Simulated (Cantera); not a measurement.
What does this Cantera script print?

```python
import numpy as np
import cantera as ct

gas = ct.Solution("gri30.yaml")
gas.TPX = 300, 530000, {'CO': 1, 'H2': 1.4, 'CH4': 0.39, 'O2': 3.88, 'N2': 14.6}
inlet = ct.Reservoir(gas, clone=True)
gas.equilibrate("HP")  # start burning
reactor = ct.IdealGasConstPressureReactor(gas, energy="on", clone=False)
exhaust = ct.Reservoir(gas, clone=True)
tau = [0.032, 0.018, 0.01, 0.0056, 0.0031, 0.0018, 0.00098, 0.00055, 0.00031, 0.00017, 9.6e-05, 5.4e-05][0]
for a, b in ((inlet, reactor), (reactor, exhaust)):
    ct.MassFlowController(a, b, mdot=lambda t: reactor.mass / tau)
net = ct.ReactorNet([reactor])
show = ['CO', 'H2', 'CH4', 'CH3', 'NO2']

rows = []
print(f"{'tau/s':>10s}{'T/K':>9s}" + "".join(f"{s:>11s}" for s in show))
for tau in [0.032, 0.018, 0.01, 0.0056, 0.0031, 0.0018, 0.00098, 0.00055, 0.00031, 0.00017, 9.6e-05, 5.4e-05]:
    net.initial_time = 0.0
    net.advance(30 * tau)
    before = gas.X
    net.advance(40 * tau)
    drift = np.max(np.abs(gas.X - before) / (gas.X + 1e-9))
    rows.append([gas.T, *gas[show].X, drift])
    print(f"{tau:10.3e}{gas.T:9.1f}" + "".join(f"{x:11.3e}" for x in gas[show].X))
```

It prints:

```
     tau/s      T/K         CO         H2        CH4        CH3        NO2
 3.200e-02   1634.2  3.735e-04  5.214e-05  7.514e-06  1.222e-06  6.426e-08
 1.800e-02   1632.2  5.585e-04  7.713e-05  1.098e-05  1.765e-06  7.242e-08
 1.000e-02   1629.2  8.425e-04  1.152e-04  1.620e-05  2.541e-06  7.677e-08
 5.600e-03   1624.8  1.266e-03  1.717e-04  2.384e-05  3.604e-06  7.494e-08
 3.100e-03   1618.3  1.923e-03  2.588e-04  3.561e-05  5.106e-06  6.689e-08
 1.800e-03   1609.4  2.840e-03  3.795e-04  5.204e-05  7.001e-06  5.604e-08
 9.800e-04   1594.2  4.439e-03  5.899e-04  8.140e-05  9.981e-06  4.316e-08
 5.500e-04   1570.9  6.931e-03  9.224e-04  1.303e-04  1.419e-05  3.220e-08
 3.100e-04   1529.6  1.143e-02  1.561e-03  2.338e-04  2.124e-05  2.267e-08
 1.700e-04    300.0  4.701e-02  6.582e-02  1.834e-02 -1.694e-24 -7.650e-21
 9.600e-05    300.0  4.701e-02  6.582e-02  1.834e-02 -1.249e-27 -5.642e-24
 5.400e-05    300.0  4.701e-02  6.582e-02  1.834e-02 -7.890e-29 -3.564e-25
```

Detailed kinetics in Cantera: GRI-Mech 3.0 (53 species, 325 reactions).
